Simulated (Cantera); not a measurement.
Input (Python, Cantera) and output of one run.

```python
import numpy as np
import cantera as ct

gas_names = """
    CL CL2 H HCL H2 Si SiCL SiCL2 SiCL3 SiCL4 SiH SiHCL3 SiH2 SiH2CL2 SiH3 SiH3CL SiH4 Si2 Si3
""".split()
cond_names = """
    Si(cr) Si(L)
""".split()


# ... load() reads the species with a 1 bar reference pressure and builds the phases ...
atoms = {
    'Si': {'Si': 1},
    'Cl2': {'CL': 2},
    'H2': {'H': 2},
}
top_T = {}  # K; cautious upper limits of use, not melting points


# ... equilibrate(T, P, feed) seeds the gas with the atoms and calls Mixture.equilibrate('TP', solver="vcs", rtol=1e-11, max_steps=5000) ...
results = []
feed = {'Si': 1, 'Cl2': 0.54, 'H2': 2.9}  # mol
T = 700  # K
P = 1900000  # Pa
mix = equilibrate(T, P, feed)
results.append((T, P, feed, dict(zip(mix.species_names, mix.species_moles))))
x = sorted(zip(gas.X, gas.species_names), reverse=True)
print(f"T = {T:g} K  P = {P:g} Pa  gas = {mix.phase_moles(0):.4g} mol")
print("   x: " + "  ".join(f"{s} {v:.3e}" for v, s in x if v > 1e-05))
print("   condensed (mol): " + ("  ".join(f"{mix.phase(i).name} {mix.phase_moles(i):.4g}"
      for i in range(1, mix.n_phases) if mix.phase_moles(i) > 1e-12) or "none"))
```

Output:

```
T = 700 K  P = 1.9e+06 Pa  gas = 3.111 mol
   x: H2 8.941e-01  SiHCL3 6.182e-02  SiCL4 3.695e-02  SiH2CL2 6.806e-03  SiH3CL 1.607e-04  HCL 1.092e-04
   condensed (mol): Si(cr) 0.671
```

Cantera equilibrium calculation (NASA polynomials, part measured and part estimated; ideal gas, pure solids and liquids).
